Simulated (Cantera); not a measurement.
An adiabatic, constant-pressure homogeneous reactor starts with CO : H₂ : O₂ : N₂ = 1 : 0.2 : 0.261 : 0.981 (molar parts), at 1173 K and 5.00 bar.

Cantera simulation using GRI-Mech 3.0 (53 species, 325 reactions); the numbers are that mechanism's predictions, not measurements. The hydrogen kinetics of GRI-Mech 3.0 are dated; newer H2 mechanisms differ, most at raised pressure.

One state of this run: T (K) = 2699; x CO = 0.293; x H₂ = 0.0186; x O₂ = 0.000594; x NO = 0.00128; x H = 0.00348. x: mole fraction; the columns are a selection and need not sum to one.

**Question.** Which value of t (s) does it belong to?
(A) 7.22e-5
(B) 3.61e-5
(C) 9.00e-6
(D) 0.0187

**Answer.** D, 0.0187
